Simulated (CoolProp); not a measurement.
A closed Brayton cycle with dry air: compressor inlet 324.15 K and 4.6 MPa, high pressure 8.49 MPa, turbine inlet 675 K, compressor efficiency 0.85, turbine efficiency 0.85, recuperator effectiveness 0 (on enthalpy, no pinch check). Each further row changes one setting.

Values from CoolProp's reference Helmholtz-energy equation of state, Lemmon 2000. It is a pseudo-pure fit of the blend.

```
case                           thermal efficiency (%)  net work (kJ/kg)  compressor to turbine work  compressor exit (K)  turbine exit (K)
-----------------------------  ----------------------  ----------------  --------------------------  -------------------  ----------------
as stated                                         7.1              21.1                        0.78                397.7             586.7
turbine inlet 625 K                               [?]               [?]                        0.84                397.7             542.3
compressor inlet 334.15 K                         [?]              18.7                         [?]                409.9             586.7
high pressure 7.22 MPa                            5.8               [?]                         [?]                377.0             608.8
recuperator effectiveness 0.5                    10.7              21.1                        0.78                397.7             586.7
```

Question: Complete the blanks.

Answer: 
- turbine inlet 625 K, thermal efficiency (%): 5.7
- turbine inlet 625 K, net work (kJ/kg): 14.0
- compressor inlet 334.15 K, thermal efficiency (%): 6.6
- compressor inlet 334.15 K, compressor to turbine work: 0.80
- high pressure 7.22 MPa, net work (kJ/kg): 18.4
- high pressure 7.22 MPa, compressor to turbine work: 0.74
